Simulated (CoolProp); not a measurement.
Water at 742.31 K and 2.92 MPa flows at 0.13 m/s in a round tube of 2 mm bore and 1.5 µm roughness, fully developed (64/Re and Nu = 3.66 if laminar; Colebrook and Gnielinski if turbulent). Each further row changes one setting.

Values from CoolProp's reference Helmholtz-energy equation of state, Wagner 2002.

```csv
case,Reynolds number,Darcy friction factor,pressure drop (Pa/m),heat-transfer coefficient (W/(m² K)),mass flow (kg/h)
as stated,83.2,0.769,28.4,120,0.0129
velocity 0.26 m/s,166,0.384,56.9,120,0.0257
diameter 4 mm,166,0.384,7.11,59.8,0.0515
```

Viscosity comes from a separate model (Huber 2009). Thermal conductivity comes from a separate model (Huber 2012).
